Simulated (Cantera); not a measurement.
Charge: 1 mol Fe3O4, 0.62 mol HCl, 6.8 mol H2, equilibrated at 60.0 mbar.

Cantera equilibrium calculation (NASA polynomials, part measured and part estimated; ideal gas, pure solids and liquids). Candidate condensed phases: Fe, FeCl2, FeCl3, FeO, Fe(OH)2, Fe(OH)3, Fe2O3, Fe3O4, H2O; 22 gas species. Mutual solubility and eutectic melting of coexisting phases are not modelled. The tables' stoichiometric FeO is somewhat more stable than real wüstite, so its field is too wide. FeO: taken at fixed stoichiometry. The numbers say what is thermodynamically allowed, not how fast it happens.

Problem. Which condensed phases are stable at each of these points (T (°C)): 777, 827, 877, 927, 977, 1027, 1077, 1127, 1177, 1227, 1277, 1327, 1377?

Solution. 
| T (°C) | condensed phases | Fe condensed (%) |
|---|---|---|
| 777 | Fe(α) + FeO(s) | 99.5 |
| 827 | Fe(α) + FeO(s) | 99.4 |
| 877 | Fe(α) + FeO(s) | 99.3 |
| 927 | Fe(γ) + FeO(s) | 99.2 |
| 977 | Fe(γ) + FeO(s) | 99.1 |
| 1027 | Fe(γ) + FeO(s) | 99.0 |
| 1077 | Fe(γ) + FeO(s) | 98.9 |
| 1127 | Fe(γ) + FeO(s) | 98.8 |
| 1177 | Fe(γ) + FeO(s) | 98.6 |
| 1227 | Fe(γ) + FeO(s) | 98.5 |
| 1277 | Fe(γ) + FeO(s) | 98.4 |
| 1327 | Fe(γ) + FeO(s) | 98.3 |
| 1377 | Fe(γ) + FeO(l) | 98.2 |

From 777 °C to 877 °C the condensed part is Fe(α) + FeO(s). From 927 °C to 1327 °C the condensed part is Fe(γ) + FeO(s). At 1377 °C the condensed part is Fe(γ) + FeO(l).
